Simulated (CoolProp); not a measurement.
Vapour-liquid equilibrium of R125 (1) + R245fa (2) at -14.55 °C; x and y are mole fractions of (1).

Computed with CoolProp (multi-fluid Helmholtz-energy mixture model, Lemmon 2005 and Akasaka 2015; pair parameters Bell 2016).

| x | bubble pressure, mixture model (MPa) | bubble pressure, Raoult's law (MPa) | y, mixture model | y, Raoult's law |
|---|---|---|---|---|
| 0.05 | ? | 0.04550 | ? | 0.452 |
| 0.2 | 0.1101 | 0.1033 | ? | 0.797 |
| 0.35 | 0.1669 | 0.1611 | ? | 0.894 |
| 0.5 | ? | 0.2189 | 0.930 | 0.940 |
| 0.65 | 0.2758 | 0.2767 | 0.958 | 0.967 |
| 0.8 | 0.3316 | 0.3345 | 0.978 | 0.984 |
| 0.95 | 0.3907 | 0.3923 | ? | 0.997 |

### Question
Fill in the missing entries.

### Answer

- 0.05, bubble pressure, mixture model (MPa): 0.04846
- 0.05, y, mixture model: 0.479
- 0.2, y, mixture model: 0.798
- 0.35, y, mixture model: 0.886
- 0.5, bubble pressure, mixture model (MPa): 0.2215
- 0.95, y, mixture model: 0.995

The largest gap from Raoult's law is +6.6 % in bubble pressure, at x = 0.2. No azeotrope shows between x = 0.05 and 0.95.

Pair parameters are fitted to limited data, so mixtures are less certain than the pure fluids. The gap from Raoult's law changes sign with composition, which may be real or a fault of the pair parameters; it wasn't checked against measurements.
